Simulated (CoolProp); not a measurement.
Saturation properties of cyclopentane (Tc = 238.6 °C, pc = 45.83 bar, ω = 0.202).

The numbers come from the reference Helmholtz-energy equation of state, Gedanitz 2015 in CoolProp.

| T (°C) | p (bar) | vapour density (kg/m³) | enthalpy of vaporisation (kJ/kg) | surface tension (mN/m) | liquid conductivity (mW/(m K)) |
|---|---|---|---|---|---|
| 2.75 | 0.1623 | 0.5006 | ? | 25.1 | 135 |
| 24.75 | 0.4193 | 1.209 | 406.8 | 21.9 | 127 |
| 46.85 | 0.9358 | 2.551 | 391.1 | 18.8 | 119 |
| 68.95 | 1.856 | 4.838 | 374.1 | 15.9 | 111 |
| 91.05 | ? | 8.462 | ? | ? | 103 |
| 113.15 | 5.622 | 13.93 | 334.7 | 10.4 | 95.7 |
| 135.15 | 8.862 | 21.88 | 311.3 | 7.99 | 88.8 |
| 157.25 | ? | 33.42 | 284.0 | 5.72 | ? |

Problem. What belongs in the gaps?

Solution. 
- 2.75, enthalpy of vaporisation (kJ/kg): 421.7
- 91.05, p (bar): 3.353
- 91.05, enthalpy of vaporisation (kJ/kg): 355.5
- 91.05, surface tension (mN/m): 13.1
- 157.25, p (bar): 13.34
- 157.25, liquid conductivity (mW/(m K)): 82.4

It boils at 49.2 °C under 1 atm.

Thermal conductivity comes from a separate model (Vassiliou 2015). Surface tension comes from a separate correlation (Mulero 2014).
